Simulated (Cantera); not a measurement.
Input: 1 mol SiH4, 240 mol N2, at 1773 K and 7.28 Torr.

These are equilibrium values from Cantera (NASA tables, ideal gas, pure condensed phases), not measurements of a reactor. Candidate condensed phases: Si, Si3N4; 18 gas species. Kinetics and transport are ignored.

Task: What is the equilibrium state?

Result: 
| Quantity | Result |
|---|---|
| x(N2) | 0.991 |
| x(H2) | 0.00815 |
| x(H) | 0.000261 |
| x(Si) | 0.000154 |
| x(Si2N) | 8.39e-6 |
| x(SiN) | 7.24e-6 |
| x(SiH) | 1.69e-6 |
| n(Si3N4(s)) | 0.319 mol |
| gas amount | 241.4 mol |
| log10 activity of Si(l) (absent) | -0.16 |
